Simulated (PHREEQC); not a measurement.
Solution (70 °C): 0.19 mol CdSO4, 0.17 mol NaCl and 0.00013 mol HCl per kg of water. Closed to the air; pH follows from the charge balance.

Equilibrium calculation in PHREEQC: ion-association model, wateq4f.dat.

This is a speciation only: nothing precipitates in the calculation.

Q: Estimate the pH.

A: pH 4.78.

Q: In which forms is Cl present?

A: Cl- 45 %, CdCl+ 41 %, CdCl2 12 %, CdCl3- 1.6 % of the Cl.

Species that the database lacks are ignored. Constants without temperature data keep their 25 °C values here.
